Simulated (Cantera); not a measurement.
Input (Python, Cantera):

```python
import numpy as np
import cantera as ct

surf = ct.Interface("ptcombust.yaml", "Pt_surf")
gas = surf.adjacent["gas"]
gas.TPX = 873, 240000, {'CH4': 0.0064, 'O2': 0.026, 'N2': 0.79}
surf.TP = 873, 240000
reactor = ct.FlowReactor(gas, clone=False)
reactor.area = 0.0001  # m2
reactor.surface_area_to_volume_ratio = 190  # 1/m
reactor.mass_flow_rate = 0.093 * reactor.area * gas.density  # inlet velocity 0.093 m/s
reactor.energy_enabled = False
wall = ct.ReactorSurface(surf, reactor, clone=False)
net = ct.ReactorNet([reactor])
net.rtol, net.atol = 1e-8, 1e-16
show, cover = ['CH4', 'O2', 'H2O', 'CO2', 'CO'], ['PT(S)', 'H(S)', 'O(S)', 'OH(S)', 'CO(S)', 'C(S)']

rows = []
print(f"{'z/m':>9s}{'u/(m/s)':>9s}" + "".join(f"{s:>13s}" for s in show + cover))
for z in [0.00077, 0.0014, 0.0024, 0.0044, 0.0077, 0.014, 0.024, 0.044, 0.077]:
    net.advance(z)
    rows.append([reactor.speed, *gas[show].X, *surf[cover].coverages])
    print(f"{z:9.4g}{rows[-1][0]:9.3g}" + "".join(f"{x:13.4e}" for x in rows[-1][1:]))
```

It prints:

```
      z/m  u/(m/s)          CH4           O2          H2O          CO2           CO        PT(S)         H(S)         O(S)        OH(S)        CO(S)         C(S)
  0.00077    0.093   7.6485e-03   3.1349e-02   2.6718e-04   1.3172e-04   1.8590e-06   9.1531e-02   1.0703e-08   9.0788e-01   5.6857e-04   2.1705e-05   6.4849e-08
   0.0014    0.093   7.5405e-03   3.1133e-02   4.8314e-04   2.3970e-04   1.8585e-06   9.1669e-02   1.4083e-08   9.0756e-01   7.5067e-04   2.1498e-05   6.4179e-08
   0.0024    0.093   7.3714e-03   3.0794e-02   8.2129e-04   4.0880e-04   1.8199e-06   9.1911e-02   1.8188e-08   9.0710e-01   9.7007e-04   2.1155e-05   6.3152e-08
   0.0044    0.093   7.0414e-03   3.0135e-02   1.4811e-03   7.3873e-04   1.7430e-06   9.2424e-02   2.4402e-08   9.0626e-01   1.2974e-03   2.0488e-05   6.1160e-08
   0.0077    0.093   6.5202e-03   2.9093e-02   2.5231e-03   1.2598e-03   1.6209e-06   9.3305e-02   3.2143e-08   9.0498e-01   1.6945e-03   1.9417e-05   5.7963e-08
    0.014    0.093   5.6030e-03   2.7259e-02   4.3563e-03   2.1764e-03   1.4040e-06   9.5000e-02   4.3270e-08   9.0274e-01   2.2394e-03   1.7434e-05   5.2045e-08
    0.024    0.093   4.3479e-03   2.4751e-02   6.8645e-03   3.4303e-03   1.1024e-06   9.7596e-02   5.6515e-08   8.9954e-01   2.8413e-03   1.4445e-05   4.3122e-08
    0.044    0.093   2.5022e-03   2.1066e-02   1.0551e-02   5.2728e-03   6.4716e-07   1.0204e-01   7.4977e-08   8.9435e-01   3.5892e-03   9.2647e-06   2.7655e-08
    0.077    0.093   9.0550e-04   1.7883e-02   1.3735e-02   6.8629e-03   2.4115e-07   1.0664e-01   9.1548e-08   8.8918e-01   4.1729e-03   3.7341e-06   1.1139e-08
```

Detailed kinetics in Cantera: Deutschmann's 1995 Pt surface mechanism with GRI-Mech 3.0 gas chemistry. Catalytic surfaces can have several steady states; this one follows from the mechanism file's or the stated starting coverage. Mass transfer to the wall is taken as infinitely fast.
